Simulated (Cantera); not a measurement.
Feed: 1 mol Si2H6, 0.16 mol CO2, 52 mol H2, equilibrated at 573.15 K and 5.10 mbar.

These are equilibrium values from Cantera (NASA tables, ideal gas, pure condensed phases), not measurements of a reactor. Candidate condensed phases: C, C6H6, C7H8, C8H18, H2O, Si, SiC, SiO2; 123 gas species. The feed counts by its element totals alone. The numbers say what is thermodynamically allowed, not how fast it happens.

Base state: H2 1.000 (mole fractions); condensed: Si(s) + SiC(s) + SiO2(α-quartz).

Task: What changes in the equilibrium state with this change: CO2 from 0.16 to 2.6 mol?

Result: 
```csv
species,before,after
H2,1.000,0.927
CH4,5.82e-7,0.0496
H2O,<1e-9,0.0229
"Si(s), mol",1.68,0
"SiC(s), mol",0.160,0
"SiO2(α-quartz), mol",0.160,2.00
```
